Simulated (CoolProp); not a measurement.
Computed with CoolProp (reference Helmholtz-energy equation of state, Bücker 2006).

Problem. Give the vapour pressure (kPa), enthalpy of vaporisation (kJ/kg), vapour Z, surface tension (mN/m) of saturated n-butane at 277.7, 318.5 K.

Solution. 
```json
[
 {"T (K)": "277.7", "p (kPa)": "122", "enthalpy of vaporisation (kJ/kg)": "381", "vapour Z": "0.953", "surface tension (mN/m)": "14.3"},
 {"T (K)": "318.5", "p (kPa)": "438", "enthalpy of vaporisation (kJ/kg)": "339", "vapour Z": "0.886", "surface tension (mN/m)": "9.65"}
]
```

Surface tension comes from a separate correlation (Mulero 2012).
